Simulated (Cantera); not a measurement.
Input (Python, Cantera):

```python
import numpy as np
import cantera as ct

gas = ct.Solution("gri30.yaml")
gas.TPX = 1675, 101325, {'NO': 1, 'N2': 20}
inlet = ct.Reservoir(gas, clone=True)

reactor = ct.IdealGasConstPressureReactor(gas, energy="off", clone=False)
exhaust = ct.Reservoir(gas, clone=True)
tau = [18, 6.4, 2.3, 0.84, 0.3, 0.11, 0.04, 0.014, 0.0052, 0.0019][0]
for a, b in ((inlet, reactor), (reactor, exhaust)):
    ct.MassFlowController(a, b, mdot=lambda t: reactor.mass / tau)
net = ct.ReactorNet([reactor])
show = ['NO', 'O2', 'NO2', 'N2', 'N2O', 'O']

rows = []
print(f"{'tau/s':>10s}{'T/K':>9s}" + "".join(f"{s:>11s}" for s in show))
for tau in [18, 6.4, 2.3, 0.84, 0.3, 0.11, 0.04, 0.014, 0.0052, 0.0019]:
    net.initial_time = 0.0
    net.advance(30 * tau)
    before = gas.X
    net.advance(40 * tau)
    drift = np.max(np.abs(gas.X - before) / (gas.X + 1e-9))
    rows.append([gas.T, *gas[show].X, drift])
    print(f"{tau:10.3e}{gas.T:9.1f}" + "".join(f"{x:11.3e}" for x in gas[show].X))
```

Output:

```
     tau/s      T/K         NO         O2        NO2         N2        N2O          O
 1.800e+01   1675.0  4.239e-02  2.597e-03  1.680e-05  9.550e-01  7.204e-07  1.875e-06
 6.400e+00   1675.0  4.556e-02  1.015e-03  1.247e-05  9.534e-01  8.228e-07  1.303e-06
 2.300e+00   1675.0  4.685e-02  3.739e-04  9.553e-06  9.528e-01  8.648e-07  9.762e-07
 8.400e-01   1675.0  4.733e-02  1.351e-04  8.031e-06  9.525e-01  8.773e-07  8.163e-07
 3.000e-01   1675.0  4.751e-02  4.567e-05  7.188e-06  9.524e-01  8.728e-07  7.310e-07
 1.100e-01   1675.0  4.758e-02  1.436e-05  6.411e-06  9.524e-01  8.479e-07  6.553e-07
 4.000e-02   1675.0  4.760e-02  3.428e-06  5.055e-06  9.524e-01  7.819e-07  5.247e-07
 1.400e-02   1675.0  4.761e-02  4.111e-07  2.797e-06  9.524e-01  6.365e-07  3.049e-07
 5.200e-03   1675.0  4.762e-02  2.963e-08  1.055e-06  9.524e-01  4.291e-07  1.310e-07
 1.900e-03   1675.0  4.762e-02  2.188e-09  3.238e-07  9.524e-01  2.260e-07  5.434e-08
```

Detailed kinetics in Cantera: GRI-Mech 3.0 (53 species, 325 reactions).
